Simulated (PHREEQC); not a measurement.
Consider water at 72 °C with 0.023 mol/kgw ZnSO4, 0.004 mol/kgw Na2SO4 and 0.033 mol/kgw HCl. Closed to the air; pH follows from the charge balance.

All values are PHREEQC results (ion-association model, wateq4f.dat), not measurements.

Each row changes one thing in this solution. This is a speciation only: nothing precipitates in the calculation.

```json
[
 {"case": "as made", "pH": "1.83", "ionic strength (mol/kgw)": "0.0813", "Cl- (mol/kgw)": "0.0300", "Zn+2 (mol/kgw)": "0.0152", "HSO4- (mol/kgw)": "0.0150", "SO4-2 (mol/kgw)": "0.00677", "SI of Goslarite (ZnSO4:7H2O)": "-3.20", "SI of Halite (NaCl)": "-5.53"},
 {"case": "HCl from 0.033 to 0.066 mol/kgw", "pH": "1.44", "ionic strength (mol/kgw)": "0.108", "Cl- (mol/kgw)": "0.0602", "Zn+2 (mol/kgw)": "0.0152", "HSO4- (mol/kgw)": "0.0206", "SO4-2 (mol/kgw)": "0.00400", "SI of Goslarite (ZnSO4:7H2O)": "-3.52", "SI of Halite (NaCl)": "-5.25"},
 {"case": "diluted 2-fold with water", "pH": "2.07", "ionic strength (mol/kgw)": "___", "Cl- (mol/kgw)": "0.0155", "Zn+2 (mol/kgw)": "0.00810", "HSO4- (mol/kgw)": "___", "SO4-2 (mol/kgw)": "0.00441", "SI of Goslarite (ZnSO4:7H2O)": "-3.50", "SI of Halite (NaCl)": "___"},
 {"case": "temperature from 72 to 90 °C", "pH": "1.89", "ionic strength (mol/kgw)": "0.0771", "Cl- (mol/kgw)": "0.0284", "Zn+2 (mol/kgw)": "___", "HSO4- (mol/kgw)": "0.0174", "SO4-2 (mol/kgw)": "0.00547", "SI of Goslarite (ZnSO4:7H2O)": "-3.44", "SI of Halite (NaCl)": "-5.59"},
 {"case": "HCl from 0.033 to 0.0297 mol/kgw", "pH": "1.89", "ionic strength (mol/kgw)": "0.0787", "Cl- (mol/kgw)": "0.0270", "Zn+2 (mol/kgw)": "0.0151", "HSO4- (mol/kgw)": "0.0141", "SO4-2 (mol/kgw)": "0.00724", "SI of Goslarite (ZnSO4:7H2O)": "-3.17", "SI of Halite (NaCl)": "-5.57"},
 {"case": "HCl replaced by KCl at the same molality", "pH": "5.19", "ionic strength (mol/kgw)": "0.0934", "Cl- (mol/kgw)": "0.0306", "Zn+2 (mol/kgw)": "0.0122", "HSO4- (mol/kgw)": "1.45e-5", "SO4-2 (mol/kgw)": "0.0153", "SI of Goslarite (ZnSO4:7H2O)": "-2.98", "SI of Halite (NaCl)": "___"}
]
```

Some entries are withheld; supply them.


- diluted 2-fold with water, ionic strength (mol/kgw): 0.0436
- diluted 2-fold with water, HSO4- (mol/kgw): 0.00653
- diluted 2-fold with water, SI of Halite (NaCl): -6.07
- temperature from 72 to 90 °C, Zn+2 (mol/kgw): 0.0145
- HCl replaced by KCl at the same molality, SI of Halite (NaCl): -5.54

Species that the database lacks are ignored. Away from 25 °C the constants follow the database's enthalpies or fits; those with neither stay at their 25 °C values.
